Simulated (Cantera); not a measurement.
Standard-state values (1 bar) from the NASA 1993 polynomials, evaluated with Cantera. Values are per mole of reaction as written; species without (g) are pure solids or liquids, kept so even where they would boil at 1 bar.

TiO(g) + Ti3O5 ⇌ 2 Ti2O3, with ΔH° = -636.8 kJ and ΔS° = -207.7 J/K at 300 K.

Question: How far is the shortcut ΔG° ≈ ΔH°(300 K) − T·ΔS°(300 K) from the full temperature-dependent value at 2350, 2400, 2450, 2500, 2550, 2600, 2650, 2700, 2750, 2800, 2850 K?

Answer: 
```tsv
T (K)	shortcut (kJ)	full (kJ)	difference (kJ)	difference in log10 K	condensed phases
2350	-148.7	-195.2	46.5	-1.03	Ti3O5(l), Ti2O3(l)
2400	-138.3	-187.6	49.3	-1.07	Ti3O5(l), Ti2O3(l)
2450	-127.9	-180.0	52.1	-1.11	Ti3O5(l), Ti2O3(l)
2500	-117.5	-172.5	54.9	-1.15	Ti3O5(l), Ti2O3(l)
2550	-107.2	-164.9	57.8	-1.18	Ti3O5(l), Ti2O3(l)
2600	-96.8	-157.4	60.6	-1.22	Ti3O5(l), Ti2O3(l)
2650	-86.4	-149.8	63.4	-1.25	Ti3O5(l), Ti2O3(l)
2700	-76.0	-142.3	66.3	-1.28	Ti3O5(l), Ti2O3(l)
2750	-65.6	-134.8	69.2	-1.31	Ti3O5(l), Ti2O3(l)
2800	-55.2	-127.2	72.0	-1.34	Ti3O5(l), Ti2O3(l)
2850	-44.8	-119.7	74.9	-1.37	Ti3O5(l), Ti2O3(l)
```
The shortcut ignores heat capacities and the phase changes listed.
